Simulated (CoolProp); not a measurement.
The numbers come from the reference Helmholtz-energy equation of state, de Reuck 1993 in CoolProp.

For methanol, give the phase and the Z, cp (kJ/(kg K)), expansivity (1/kK), viscosity (µPa s) at 492.1 K and 13700 kPa; 492.1 K and 61600 kPa.


- 492.1 K and 13700 kPa: liquid; Z 0.192, cp 4.93, expansivity 4.20, viscosity 84.5
- 492.1 K and 61600 kPa: liquid; Z 0.720, cp 3.92, expansivity 1.56, viscosity 135

Viscosity comes from a separate model (Xiang 2006).
